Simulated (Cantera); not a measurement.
Cantera with NASA thermochemical tables; ideal gases at 1 bar, condensed phases pure. Values are per mole of reaction as written; species without (g) are pure solids or liquids, kept so even where they would boil at 1 bar.

Task: Between 300 and 775 K, where is each reaction favourable under standard conditions?
- 3 PbS + SF6(g) ⇌ 3 PbF2 + 2 S2(g)

Result: 
- 3 PbS + SF6(g) ⇌ 3 PbF2 + 2 S2(g): ΔG° is -328 kJ at 300 K and -449 kJ at 775 K; it stays negative (K > 1). ΔH° is -217 kJ and ΔS° 299 J/K at 775 K.
